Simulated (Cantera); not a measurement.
A perfectly stirred reactor is fed with 2.94 % CH4, 97.1 % N2, at 0.210 bar; it is held at 1798 K, and followed from long to short residence time.

Model: GRI-Mech 3.0 (53 species, 325 reactions), integrated in Cantera. GRI-Mech 3.0 stops at C3 and has no aromatics, soot or wall deposition, so with more carbon than oxygen in the feed, carbon stays in small species such as C2H2 where larger ones or solid carbon would form.

**Question.** Predict: x(CH4) at τ = 0.350 s; x(C2H) at τ = 0.350 s; x(H2) at τ = 0.350 s; x(C2H6) at τ = 0.350 s; x(CH2) at τ = 0.350 s; x(CH4) at τ = 14.0 ms; x(C2H) at τ = 14.0 ms; x(H2) at τ = 14.0 ms; x(C2H6) at τ = 14.0 ms; x(CH2) at τ = 14.0 ms.

**Answer.** 
```json
{
  "x(CH4) at τ = 0.350 s": "0.00280",
  "x(C2H) at τ = 0.350 s": "3.41e-7",
  "x(H2) at τ = 0.350 s": "0.0385",
  "x(C2H6) at τ = 0.350 s": "8.53e-7",
  "x(CH2) at τ = 0.350 s": "5.35e-7",
  "x(CH4) at τ = 14.0 ms": "0.0145",
  "x(C2H) at τ = 14.0 ms": "1.43e-7",
  "x(H2) at τ = 14.0 ms": "0.0205",
  "x(C2H6) at τ = 14.0 ms": "1.37e-5",
  "x(CH2) at τ = 14.0 ms": "1.26e-6"
}
```
